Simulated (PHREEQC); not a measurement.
Make-up at 25 °C: 0.07 mol/kgw ZnCl2, 0.049 mol/kgw KCl and 0.0024 mol/kgw HCl. It is in equilibrium with CO2 at log p = -1 (atm). Otherwise closed; pH follows from the charge balance.

All values are PHREEQC results (ion-association model, wateq4f.dat), not measurements.

```
Item                     Result
----------------  -------------
pH                         2.72
ionic strength    0.241 mol/kgw
total alkalinity   -2.40 meq/kg
```

```csv
species,molality,activity,log γ
Cl-,0.180,0.126,-0.156
Zn+2,0.0601,0.0186,-0.509
K+,0.0490,0.0342,-0.156
ZnCl+,0.00895,0.00630,-0.152
CO2,0.00322,0.00341,0.024
H+,0.00240,0.00190,-0.102
ZnCl2,0.000785,0.000830,0.024
ZnCl3-,0.000166,0.000117,-0.152
ZnCl4-2,2.64e-5,7.38e-6,-0.554
ZnHCO3+,2.51e-6,1.86e-6,-0.131
```

Precipitation was switched off in this run.
